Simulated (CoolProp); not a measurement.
Saturation properties of p-xylene.

The numbers come from the reference Helmholtz-energy equation of state, Zhou 2012 in CoolProp.

```
T (K)     p (MPa)  liquid density (kg/m³)  vapour viscosity (µPa s)
-----  ----------  ----------------------  ------------------------
404.1     0.08285                   760.3                      8.58
410.4     0.09846                   754.1                      8.70
416.7  (withheld)                   747.8                      8.82
423        0.1366                   741.4                      8.94
429.3  (withheld)                   735.0                (withheld)
435.6  (withheld)                   728.4                      9.18
441.9      0.2143                   721.7                (withheld)
448.2      0.2467                   715.0                      9.43
454.5      0.2827                   708.0                      9.55
460.9  (withheld)              (withheld)                      9.68
467.2  (withheld)                   693.7                      9.82
473.5      0.4159                   686.4                      9.95
```

Some entries are withheld; supply them.


- 416.7, p (MPa): 0.1163
- 429.3, p (MPa): 0.1595
- 429.3, vapour viscosity (µPa s): 9.06
- 435.6, p (MPa): 0.1854
- 441.9, vapour viscosity (µPa s): 9.30
- 460.9, p (MPa): 0.3232
- 460.9, liquid density (kg/m³): 700.9
- 467.2, p (MPa): 0.3673

It boils at 411.5 K under 1 atm.

Viscosity comes from a separate model (Balogun 2015).
